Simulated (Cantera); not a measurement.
A closed system holds: 1 mol NF3, 0.31 mol H2O, 0.13 mol H2, held at 2625 °C and 6.50 mbar.

These are equilibrium values from Cantera (NASA tables, ideal gas, pure condensed phases), not measurements of a reactor. Candidate condensed phases: H2O; 40 gas species. Rates play no part.

Base state: F 0.562, HF 0.227, N2 0.130, O 0.0688, O2 0.00495, H 0.00414, NO 0.00262, OH 0.000229 (mole fractions); condensed: gas only.

Q: What changes in the equilibrium state with this change: temperature from 2625 °C to 3227 °C?

A: 
```json
[
 {"species": "F", "before": "0.562", "after": "0.606"},
 {"species": "N2", "before": "0.130", "after": "0.116"},
 {"species": "H", "before": "0.00414", "after": "0.111"},
 {"species": "HF", "before": "0.227", "after": "0.0933"},
 {"species": "O", "before": "0.0688", "after": "0.0710"},
 {"species": "O2", "before": "0.00495", "after": "0.000135"},
 {"species": "N", "before": "3.16e-5", "after": "0.000935"},
 {"species": "H2", "before": "8.56e-6", "after": "0.000231"}
]
```
